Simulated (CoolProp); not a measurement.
Vapour-liquid equilibrium of n-pentane (1) + the fluoroketone C6F12O (FK-5-1-12) (2) at 314.5 K; x and y are mole fractions of (1).

Values from CoolProp's multi-fluid Helmholtz-energy mixture model, Thol 2019 and McLinden 2015; pair parameters Bell 2016.

```json
[
 {"x": "0.05", "bubble pressure (bar)": "0.9192", "y at the bubble point": "0.196", "dew pressure at overall composition x (bar)": "0.8029", "liquid density (mol/L)": "5.005"},
 {"x": "0.125", "bubble pressure (bar)": "1.123", "y at the bubble point": "0.383", "dew pressure at overall composition x (bar)": "0.8589", "liquid density (mol/L)": "5.155"},
 {"x": "0.2", "bubble pressure (bar)": "1.286", "y at the bubble point": "0.494", "dew pressure at overall composition x (bar)": "0.9229", "liquid density (mol/L)": "5.314"},
 {"x": "0.275", "bubble pressure (bar)": "1.403", "y at the bubble point": "0.563", "dew pressure at overall composition x (bar)": "0.9965", "liquid density (mol/L)": "5.486"},
 {"x": "0.35", "bubble pressure (bar)": "1.478", "y at the bubble point": "0.606", "dew pressure at overall composition x (bar)": "1.082", "liquid density (mol/L)": "5.672"},
 {"x": "0.425", "bubble pressure (bar)": "1.521", "y at the bubble point": "0.632", "dew pressure at overall composition x (bar)": "1.181", "liquid density (mol/L)": "5.875"},
 {"x": "0.5", "bubble pressure (bar)": "1.542", "y at the bubble point": "0.649", "dew pressure at overall composition x (bar)": "1.296", "liquid density (mol/L)": "6.099"},
 {"x": "0.575", "bubble pressure (bar)": "1.551", "y at the bubble point": "0.659", "dew pressure at overall composition x (bar)": "1.425", "liquid density (mol/L)": "6.348"},
 {"x": "0.65", "bubble pressure (bar)": "1.554", "y at the bubble point": "0.668", "dew pressure at overall composition x (bar)": "1.543", "liquid density (mol/L)": "6.623"},
 {"x": "0.725", "bubble pressure (bar)": "1.553", "y at the bubble point": "0.678", "dew pressure at overall composition x (bar)": "1.516", "liquid density (mol/L)": "6.930"},
 {"x": "0.8", "bubble pressure (bar)": "1.541", "y at the bubble point": "0.698", "dew pressure at overall composition x (bar)": "1.431", "liquid density (mol/L)": "7.271"},
 {"x": "0.875", "bubble pressure (bar)": "1.498", "y at the bubble point": "0.742", "dew pressure at overall composition x (bar)": "1.343", "liquid density (mol/L)": "7.651"},
 {"x": "0.95", "bubble pressure (bar)": "1.378", "y at the bubble point": "0.845", "dew pressure at overall composition x (bar)": "1.261", "liquid density (mol/L)": "8.073"}
]
```

y crosses x between x = 0.65 and 0.725: the model has an azeotrope there.

Pair parameters are fitted to limited data, so mixtures are less certain than the pure fluids. With so large a gap from Raoult's law the liquid may split in two, which this calculation doesn't test in full.
